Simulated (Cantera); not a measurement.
# Low-pressure radical oxidation in H2/O2

A perfectly stirred reactor is fed with 13.0 % H₂, 87.0 % O₂, equivalence ratio 0.075, at 20.0 Torr; it is held at 1000 K, and followed from long to short residence time.

Cantera simulation using the H2/O2 subset of GRI-Mech 3.0, which has no nitrogen chemistry; the numbers are that mechanism's predictions, not measurements. Radical loss at walls, strong at low pressure, is not modelled. The temperature is held fixed by assumption; the heat of reaction is taken as removed at once.

```tsv
τ (s)	x H₂	x O₂	x H	x HO₂	x H₂O₂
4.5	0.000316	0.860	1.49e-5	4.83e-6	3.22e-7
1.0	0.000784	0.860	6.69e-5	8.69e-6	4.52e-7
0.22	0.00188	0.859	0.000300	1.39e-5	6.06e-7
0.049	0.00433	0.857	0.00130	1.95e-5	7.75e-7
0.011	0.00980	0.851	0.00526	2.35e-5	9.12e-7
0.0024	0.0226	0.841	0.0172	2.39e-5	9.35e-7
0.00052	0.0549	0.837	0.0267	1.96e-5	8.27e-7
```
x: mole fraction; the columns are a selection and need not sum to one.
